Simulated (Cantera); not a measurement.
Feed: 1 mol Al, 0.38 mol NH3, 130 mol N2, 38 mol H2O, equilibrated at 2148 K.

These are equilibrium values from Cantera (NASA tables, ideal gas, pure condensed phases), not measurements of a reactor. Candidate condensed phases: Al, AlN, Al2O3, H2O; 35 gas species. Gases not in the tables: Al(OH)3. Kinetics and transport are ignored.

### Question
At 97.5 Torr, list the 7 most abundant gas species with their mole fractions, and the condensed phases.

### Answer
N2 0.768, H2O 0.210, H2 0.0155, OH 0.00251, H 0.00144, O2 0.000941, NO 0.000740. Condensed: Al2O3(s).
